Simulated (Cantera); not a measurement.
A freely propagating, adiabatic, planar premixed flame of 23.3 % H₂, 15.3 % O₂, 57.6 % N₂, 3.73 % H₂O, unburnt at 398 K and 1.90 bar; multicomponent transport, grid criteria slope 0.08 and curve 0.16, no radiation.

Model: the H2/O2 subset of GRI-Mech 3.0, which has no nitrogen chemistry, integrated in Cantera. Burning velocities carry a grid error of a few per cent, more on coarse grids.

x: mole fraction of selected species; z is measured from the peak of heat release.

```
z (mm)   T (K)  u (m/s)     x H₂    x O₂   x H₂O      x OH     x HO₂       x O
-------  -----  -------  -------  ------  ------  --------  --------  --------
-0.495     398     1.91    0.233   0.153  0.0373     <1e-8     <1e-8     <1e-8
-0.330     398     1.91    0.233   0.154  0.0373     <1e-8   1.94e-8     <1e-8
-0.247     398     1.91    0.232   0.154  0.0374     <1e-8   1.33e-7     <1e-8
-0.165     401     1.91    0.227   0.155  0.0378     <1e-8         ?         ?
-0.0825    474     2.18    0.195   0.158  0.0451   1.62e-5  0.000274   3.99e-6
-0.0412    770     3.43    0.148   0.149  0.0803  0.000646  0.000560  0.000170
0         1174     5.12   0.0913   0.119   0.148   0.00197  0.000249   0.00186
0.0412    1462     6.33   0.0459  0.0829   0.212   0.00541  0.000129   0.00490
0.0825    1628     7.03   0.0250  0.0626   0.245   0.00873   7.88e-5   0.00628
0.165     1794     7.71        ?       ?   0.266    0.0110         ?         ?
0.330     1928     8.23  0.00920  0.0472   0.279    0.0104   2.46e-5   0.00339
0.660     2015     8.56  0.00484  0.0453   0.289   0.00816   1.20e-5   0.00167
1.32      2062     8.74  0.00208  0.0447   0.295   0.00562   5.50e-6  0.000699
```

Problem. Some entries are withheld; supply them.

Solution. 
- -0.165, x HO₂: 3.26e-6
- -0.165, x O: 5.79e-8
- 0.165, x H₂: 0.0144
- 0.165, x O₂: 0.0512
- 0.165, x HO₂: 4.53e-5
- 0.165, x O: 0.00555
